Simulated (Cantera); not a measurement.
A closed system holds: 1 mol Ta, a varied amount of O2, 260 mol H2, held at 0.0470 bar.

These are equilibrium values from Cantera (NASA tables, ideal gas, pure condensed phases), not measurements of a reactor. Candidate condensed phases: H2O, Ta, Ta2O5; 12 gas species. Mutual solubility and eutectic melting of coexisting phases are not modelled. Condensed phases not in the tables: N, O or C dissolved in the metal. The numbers say what is thermodynamically allowed, not how fast it happens.

Stable condensed phases, one row left out:

```
T in °C \ n(O2) in mol
         0.84  1.4    2  2.5  3.1  3.7  4.2
   2525     A    A    A    A    A    A    A
   2425     A    A    A    A    A    A    A
   2325     B    A    A    A    A    A    A
   2225     B    A    A    A    A    A    A
   2125     B    B    A    C    C    C    C
   2025     B    D    C    C    C    C    C
   1825     D    D    C    C    C    C    C
   1725     D    D    C    C    C    C    C
   1625     D    C    C    C    C    C    C
   1525     D    C    C    C    C    C    C
   1425     D    C    C    C    C    C    C
```

A: gas only; B: Ta; C: Ta2O5; D: Ta + Ta2O5.

Question: Give the row for 1925 °C.

Answer: 0.84: Ta + Ta2O5; 1.4: Ta + Ta2O5; 2: Ta2O5; 2.5: Ta2O5; 3.1: Ta2O5; 3.7: Ta2O5; 4.2: Ta2O5.
